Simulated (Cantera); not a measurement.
# Equilibrium for boron, boron nitride and boron oxide: B₂O₃ + H₂

Charge: 1 mol B₂O₃, a varied amount of H₂, held at 2127 °C and 0.133 bar.

Cantera equilibrium calculation (NASA polynomials, part measured and part estimated; ideal gas, pure solids and liquids). Candidate condensed phases: B, B₂O₃, B₃O₃H₃, H₂O; 23 gas species. Rates play no part.

```tsv
n(H₂) (mol)	log p H₂	log p H	log p HBO	log p HBO₂	log p BO	log p B₂O₃	log p H₂O
13	-0.96	-2.28	-2.28	-2.30	-2.58	-2.62	-2.74
19	-0.94	-2.27	-2.37	-2.46	-2.68	-2.89	-2.78
28	-0.93	-2.26	-2.48	-2.63	-2.79	-3.18	-2.84
40	-0.92	-2.26	-2.58	-2.81	-2.90	-3.47	-2.90
57	-0.91	-2.25	-2.69	-3.00	-3.01	-3.77	-2.98
83	-0.91	-2.25	-2.81	-3.22	-3.14	-4.12	-3.07
120	-0.90	-2.25	-2.94	-3.45	-3.27	-4.48	-3.17
```
log p: log10 of the partial pressure in bar; nothing condenses.

From 13 mol H₂ to 120 mol H₂ nothing is condensed. The main B-bearing gas is HBO throughout.
